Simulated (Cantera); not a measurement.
Input: 1 mol Si₂H₆, 2.7 mol HCl, 5.1 mol H₂, at 1798 K and 0.0110 bar.

Equilibrium computed with Cantera from the NASA thermochemical tables; the gas is ideal and each condensed phase is pure. The feed counts by its element totals alone. The tables' values for SiCl₃, SiCl are old estimates; treat these amounts as uncertain. Gases not in the tables: Si₂H₆ and higher silanes. The numbers say what is thermodynamically allowed, not how fast it happens.

| species | before | after |
|---|---|---|
| H₂ | 0.809 | 0.814 |
| HCl | 0.126 | 0.122 |
| SiCl₂ | 0.0608 | 0.0612 |
| H | 0.00302 | 0.000271 |
| Si | 0.000280 | 3.02e-6 |
| SiH | 3.03e-5 | 7.51e-7 |
| SiCl₄ | 5.50e-6 | 0.000115 |
| SiCl | 0.000361 | 2.07e-5 |
| Cl | 0.000360 | 3.25e-5 |
| SiHCl₃ | 8.82e-6 | 9.39e-5 |
| Si(l), mol | 1.33 | 0 |
| Si(s), mol | 0 | 1.32 |
Gas species are given as mole fractions.

Question: What was changed between the two runs?
A. H₂ from 5.1 to 190 mol
B. temperature from 1798 K to 1550 K
C. H₂ from 5.1 to 680 mol
D. Si₂H₆ replaced by SiH₂Cl₂

Answer: B, temperature from 1798 K to 1550 K
